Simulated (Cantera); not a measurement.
Charge: 1 mol Fe, 0.014 mol H₂O, a varied amount of O₂, at 1177 °C and 1.00 bar.

These are equilibrium values from Cantera (NASA tables, ideal gas, pure condensed phases), not measurements of a reactor. Candidate condensed phases: Fe, FeO, Fe(OH)₂, Fe(OH)₃, Fe₂O₃, Fe₃O₄, H₂O; 12 gas species. Mutual solubility and eutectic melting of coexisting phases are not modelled. The tables' stoichiometric FeO is somewhat more stable than real wüstite, so its field is too wide. FeO: taken at fixed stoichiometry. Kinetics and transport are ignored.

Question: Which condensed phases are stable at each of these points (n(O₂) (mol)): 0.18, 0.23, 0.3, 0.4, 0.52, 0.68, 0.89, 1.2, 1.5?

Answer: 
| n(O₂) (mol) | condensed phases | Fe condensed (%) |
|---|---|---|
| 0.18 | Fe(γ) + FeO(s) | 100.0 |
| 0.23 | Fe(γ) + FeO(s) | 100.0 |
| 0.3 | Fe(γ) + FeO(s) | 100.0 |
| 0.4 | Fe(γ) + FeO(s) | 100.0 |
| 0.52 | FeO(s) + Fe₃O₄(s) | 100.0 |
| 0.68 | Fe₂O₃(s) + Fe₃O₄(s) | 100.0 |
| 0.89 | Fe₂O₃(s) | 100.0 |
| 1.2 | Fe₂O₃(s) | 100.0 |
| 1.5 | Fe₂O₃(s) | 100.0 |

From 0.18 mol O₂ to 0.4 mol O₂ the condensed part is Fe(γ) + FeO(s). At 0.52 mol O₂ the condensed part is FeO(s) + Fe₃O₄(s). At 0.68 mol O₂ the condensed part is Fe₂O₃(s) + Fe₃O₄(s). From 0.89 mol O₂ to 1.5 mol O₂ the condensed part is Fe₂O₃(s).
